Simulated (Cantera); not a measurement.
Charge: 1 mol n-butane, 1.1 mol H₂, held at 1148.15 K and 1.00 bar.

Method: chemical equilibrium by Gibbs-energy minimisation in Cantera with the NASA 1993 tables (ideal gas, pure condensed phases). Candidate condensed phases: C, C₆H₆, C₇H₈, C₈H₁₈; 76 gas species. Kinetics and transport are ignored.

Question: What is the equilibrium state?

Answer: 
| Property | Value |
|---|---|
| x(H₂) | 0.977 |
| x(CH₄) | 0.0227 |
| x(C₂H₄) | 1.01e-6 |
| n(C(graphite)) | 3.86 mol |
| gas amount | 5.965 mol |
